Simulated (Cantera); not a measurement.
Feed: 1 mol SiH2Cl2, 0.17 mol NH3, 11 mol N2, equilibrated at 25.0 Pa.

Equilibrium computed with Cantera from the NASA thermochemical tables; the gas is ideal and each condensed phase is pure. Candidate condensed phases: NH4Cl, Si, Si3N4; 28 gas species. Equilibrium is a limit: real reactors are often held back by kinetics, nucleation or transport.

Over these rows the condensed part is Si3N4(s). Partial pressures as log10 of bar:

| T (K) | 1000/T (1/K) | log p SiCl2 | log p N2 | log p HCl | log p H2 |
|---|---|---|---|---|---|
| 973 | 1.0277 | -8.77 | -3.68 | -4.48 | -5.08 |
| 1073 | 0.9320 | -7.40 | -3.68 | -4.47 | -5.10 |
| 1173 | 0.8525 | -6.31 | -3.68 | -4.47 | -5.10 |
| 1273 | 0.7855 | -5.54 | -3.69 | -4.51 | -5.03 |
| 1373 | 0.7283 | -5.14 | -3.68 | -4.64 | -4.89 |
| 1473 | 0.6789 | ? | -3.68 | -4.82 | -4.78 |

Question: Fit log p(SiCl2) = a + b·(1000/T) to the five rows, give the apparent enthalpy, and predict the row at 1473 K.

Answer: Means: 1000/T = 0.8652, log p = -6.632. Sxy = -0.694104, Sxx = 0.0561235, so b = -12.37 and a = -6.632 − (-12.37)×0.8652 = 4.07.
Apparent enthalpy: −19.145 × (-12.37) = 237 kJ/mol. With the condensed phases at unit activity, 1/3 Si3N4(s) + 2 HCl(g) = SiCl2(g) + 2/3 N2(g) + H2(g) links this pressure to the main gases: over the six rows their terms move log p by -0.98 in all, so the slope isn't that reaction's ΔH° alone. The five rows lie within 0.20 of the line; that is curvature, so one enthalpy describes this range poorly.
Prediction at 1473 K: 4.07 + (-12.37)×0.6789 = -4.33. The computed value is -4.94, 0.61 from the line.
